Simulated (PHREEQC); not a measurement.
1 kg of water holding 0.21 mol/kgw KOH meets 20 L of dry gas (H2 0.34, N2 0.66 by moles) at fixed total pressure, at 5 atm; fugacities by Peng-Robinson. The gases take part in no redox reaction, some water evaporates into the gas, and hydrates or a liquid gas phase aren't modelled. Nothing may precipitate in this run.

Computed with PHREEQC (ion-association model, phreeqc.dat).

```
T (°C)  dissolved H2 (mol/kgw)  φ of H2  p of H2 (atm)  dissolved N2 (mol/kgw)  φ of N2  p of N2 (atm)
------  ----------------------  -------  -------------  ----------------------  -------  -------------
10                     0.00142    1.002           1.70                 0.00265    0.997           3.29
20                     0.00131    1.002           1.69                 0.00223    0.998           3.28
30                     0.00124    1.002           1.69                 0.00194    0.998           3.27
40                     0.00119    1.002           1.67                 0.00172    0.999           3.25
50                     0.00115    1.002           1.66                 0.00157    0.999           3.22
60                     0.00113    1.002           1.63                 0.00146    0.999           3.17
70                     0.00111    1.002           1.59                 0.00137    1.000           3.10
80                     0.00109    1.002           1.54                 0.00129    1.000           2.99
90                     0.00106    1.002           1.46                 0.00122    1.001           2.84
```

Species that the database lacks are ignored. Away from 25 °C the constants follow the database's enthalpies or fits; those with neither stay at their 25 °C values.
